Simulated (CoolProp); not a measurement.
n-perfluorohexane along the isobar 2.37 bar: fugacity coefficient from the reference equation and from simpler models built on Tc = 174.9 °C, pc = 17.42 bar, ω = 0.497; each cubic takes its own stable root.

Computed with CoolProp (reference Helmholtz-energy equation of state, Gao 2022).

```json
[
 {"T (°C)": "66.95", "phase": "liquid", "reference": "0.5504"},
 {"T (°C)": "74.15", "phase": "liquid", "reference": "0.6762"},
 {"T (°C)": "81.35", "phase": "liquid", "reference": "0.8204"},
 {"T (°C)": "88.55", "phase": "gas", "reference": "0.8997"},
 {"T (°C)": "95.75", "phase": "gas", "reference": "0.9064"},
 {"T (°C)": "102.95", "phase": "gas", "reference": "0.9125"},
 {"T (°C)": "110.15", "phase": "gas", "reference": "0.9181"},
 {"T (°C)": "117.35", "phase": "gas", "reference": "0.9232"},
 {"T (°C)": "124.55", "phase": "gas", "reference": "0.9280"}
]
```

Question: How far does each simpler model (van der Waals, Redlich-Kwong, Soave-Redlich-Kwong) lie from the reference over these 9 states: mean and median of the absolute difference, and the worst?

Answer: 
- van der Waals: mean 15.0 %, median 3.3 %, worst +67.7 % at 66.95 °C and 2.37 bar
- Redlich-Kwong: mean 12.9 %, median 1.5 %, worst +63.6 % at 66.95 °C and 2.37 bar
- Soave-Redlich-Kwong: mean 0.5 %, median 0.3 %, worst +1.4 % at 81.35 °C and 2.37 bar

At some of these states van der Waals, Redlich-Kwong gives the other phase, because its saturation line lies elsewhere.
